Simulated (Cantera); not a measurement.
Cantera run, input and output.

```python
import numpy as np
import cantera as ct

surf = ct.Interface("ptcombust.yaml", "Pt_surf")
gas = surf.adjacent["gas"]
gas.TPX = 300, 24000, {'H2': 0.014, 'O2': 0.1, 'N2': 0.79}
jet = ct.ImpingingJet(gas=gas, width=0.054, surface=surf)
jet.inlet.mdot, jet.inlet.T, jet.inlet.X = 0.052, 300, {'H2': 0.014, 'O2': 0.1, 'N2': 0.79}
jet.set_refine_criteria(ratio=10, slope=0.2, curve=0.3)
show, cover = ['H2', 'O2', 'H2O', 'OH'], ["PT(S)", "H(S)", "O(S)", "OH(S)", "CO(S)", "C(S)"]

rows = []
print(f"{'Ts/K':>7s}" + "".join(f"{s:>11s}" for s in show + cover) + "   (gas at the wall, coverages)")
for i, Ts in enumerate([500, 550, 600, 650, 700, 750, 800]):
    jet.surface.T = Ts
    if i == 0:
        surf.TP = Ts, 24000
        surf.coverages = "PT(S):0.5, O(S):0.5"
        surf.advance_coverages(1.0)
        jet.set_initial_guess(products="inlet")
    jet.solve(loglevel=0, auto=(i == 0))
    rows.append([*(jet.X[gas.species_index(s), -1] for s in show), *surf[cover].coverages])
    print(f"{Ts:7g}" + "".join(f"{x:11.3e}" for x in rows[-1]))
```

Output:

```
   Ts/K         H2         O2        H2O         OH      PT(S)       H(S)       O(S)      OH(S)      CO(S)       C(S)   (gas at the wall, coverages)
    500  1.286e-03  9.526e-02  2.809e-02  1.176e-15  1.979e-02  5.286e-10  9.656e-01  1.463e-02  9.365e-16  3.611e-25
    550  1.281e-03  9.533e-02  2.785e-02  4.485e-14  2.093e-02  5.017e-10  9.707e-01  8.363e-03  1.935e-17  3.886e-27
    600  1.276e-03  9.538e-02  2.765e-02  9.236e-13  2.205e-02  5.935e-10  9.727e-01  5.215e-03 -1.022e-19 -1.656e-26
    650  1.250e-03  9.540e-02  2.752e-02  1.177e-11  2.357e-02  8.524e-10  9.729e-01  3.509e-03  6.647e-23  2.607e-26
    700  1.110e-03  9.529e-02  2.763e-02  1.003e-10  2.795e-02  1.550e-09  9.694e-01  2.646e-03 -2.249e-20  8.922e-31
    750  7.928e-04  9.499e-02  2.810e-02  5.750e-10  4.147e-02  4.062e-09  9.562e-01  2.331e-03  1.059e-21  6.646e-28
    800  5.031e-04  9.471e-02  2.852e-02  2.436e-09  6.895e-02  1.291e-08  9.288e-01  2.244e-03  1.149e-19  7.237e-27
```

Detailed kinetics in Cantera: Deutschmann's 1995 Pt surface mechanism with GRI-Mech 3.0 gas chemistry. Catalytic surfaces can have several steady states; this one follows from the mechanism file's or the stated starting coverage.
